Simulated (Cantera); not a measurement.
Input: 1 mol C6H6, 0.97 mol H2O, 1.3 mol NH3, at 1700 K and 4.10 mbar.

These are equilibrium values from Cantera (NASA tables, ideal gas, pure condensed phases), not measurements of a reactor. Candidate condensed phases: C, C6H6, C7H8, C8H18, H2O; 136 gas species. Equilibrium is a limit: real reactors are often held back by kinetics, nucleation or transport.

Base state: H2 0.783, CO 0.129, N2 0.0856, H 0.00204, HCN 0.000948, C2H2 (acetylene) 5.75e-5, HNC 2.84e-5 (mole fractions); condensed: C(graphite).

### Question
What changes in the equilibrium state with this change: pressure from 4.10 mbar to 1 atm?

### Answer
```
species             before     after
----------------  --------  --------
H2                   0.783     0.784
CO                   0.129     0.129
N2                  0.0856    0.0858
H                  0.00204  0.000130
CH4                2.75e-6  0.000682
H2O                1.99e-7   4.93e-5
HNC                2.84e-5   2.84e-5
HCN               0.000948  0.000950
C2H2 (acetylene)   5.75e-5   5.75e-5
C(graphite), mol      5.02      5.02
```

### Question
What changes in the equilibrium state with this change: temperature from 1700 K to 1098.15 K?

### Answer
| species | before | after |
|---|---|---|
| H2 | 0.783 | 0.785 |
| CO | 0.129 | 0.129 |
| N2 | 0.0856 | 0.0862 |
| H | 0.00204 | 3.43e-7 |
| HCN | 0.000948 | 5.64e-6 |
| C2H2 (acetylene) | 5.75e-5 | 1.00e-8 |
| HNC | 2.84e-5 | 1.60e-8 |
| H2O | 1.99e-7 | 3.80e-5 |
| C(graphite), mol | 5.02 | 5.03 |
